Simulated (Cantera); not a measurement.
A Cantera script and its output.

```python
import numpy as np
import cantera as ct

gas = ct.Solution("gri30.yaml")
gas.TPX = 1050, 51000, {'CO': 0.0025, 'O2': 0.0025, 'H2O': 0.00045, 'N2': 1}
reactor = ct.IdealGasConstPressureReactor(gas, energy="off", clone=False)
net = ct.ReactorNet([reactor])
net.rtol, net.atol = 1e-08, 1e-18
show = ['CO', 'O2', 'H2O', 'H2O2', 'CO2']
times = np.geomspace(1e-06, 20, 10)

steps = ct.SolutionArray(gas, extra=["t"])
rows = []
print(f"{'t/s':>10s}{'T/K':>9s}{'P/Pa':>11s}" + "".join(f"{s:>11s}" for s in show))
for t in times:
    while net.time < t:
        t_next = net.step()
        steps.append(gas.state, t=t_next)
    rows.append([np.interp(t, steps.t, y) for y in (steps.T, steps.P, *steps(*show).X.T)])
    print(f"{t:10.3e}{rows[-1][0]:9.1f}{rows[-1][1]:11.4g}" + "".join(f"{x:11.3e}" for x in rows[-1][2:]))
rate = np.gradient(steps.T, steps.t)
print("integrator steps:", len(steps.t))
if steps.T.max() > steps.T[0] + 200:
    print(f"time of steepest temperature rise: {steps.t[rate.argmax()]:.4e} s")
gas.TPX = 1050, 51000, {'CO': 0.0025, 'O2': 0.0025, 'H2O': 0.00045, 'N2': 1}
gas.equilibrate("TP")
print(f"equilibrium (TP): T = {gas.T:.1f} K  " + "  ".join(f"{s} {gas[s].X[0]:.3e}" for s in show))
```

Output:

```
       t/s      T/K       P/Pa         CO         O2        H2O       H2O2        CO2
 1.000e-06   1050.0    5.1e+04  2.486e-03  2.486e-03  4.476e-04  9.969e-27  1.015e-14
 6.475e-06   1050.0    5.1e+04  2.486e-03  2.486e-03  4.476e-04  2.390e-25  6.575e-14
 4.192e-05   1050.0    5.1e+04  2.486e-03  2.486e-03  4.476e-04  8.697e-24  4.258e-13
 2.714e-04   1050.0    5.1e+04  2.486e-03  2.486e-03  4.476e-04  3.560e-22  2.763e-12
 1.758e-03   1050.0    5.1e+04  2.486e-03  2.486e-03  4.476e-04  5.977e-20  1.838e-11
 1.138e-02   1050.0    5.1e+04  2.486e-03  2.486e-03  4.476e-04  5.243e-17  1.641e-10
 7.368e-02   1050.0    5.1e+04  2.486e-03  2.486e-03  4.476e-04  1.510e-13  1.355e-08
 4.771e-01   1050.0    5.1e+04  9.579e-04  1.718e-03  4.366e-04  4.556e-09  1.530e-03
 3.089e+00   1050.0    5.1e+04  2.939e-05  1.259e-03  4.475e-04  5.528e-10  2.460e-03
 2.000e+01   1050.0    5.1e+04  3.897e-07  1.245e-03  4.481e-04  1.324e-11  2.489e-03
integrator steps: 1239
equilibrium (TP): T = 1050.0 K  CO 3.057e-11  O2 1.242e-03  H2O 4.481e-04  H2O2 5.847e-14  CO2 2.490e-03
```

Model: GRI-Mech 3.0 (53 species, 325 reactions), integrated in Cantera.
